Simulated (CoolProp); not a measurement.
The numbers come from the reference Helmholtz-energy equation of state, Zhou 2011 in CoolProp.

Q: For dimethyl carbonate, give the phase and the cp (kJ/(kg K)), cv (kJ/(kg K)) at 396.7 K and 28.7 MPa; 515.3 K and 28.7 MPa; 566.1 K and 28.7 MPa.

A: 
- 396.7 K and 28.7 MPa: liquid; cp 1.98, cv 1.52
- 515.3 K and 28.7 MPa: liquid; cp 2.23, cv 1.73
- 566.1 K and 28.7 MPa: supercritical; cp 2.36, cv 1.81
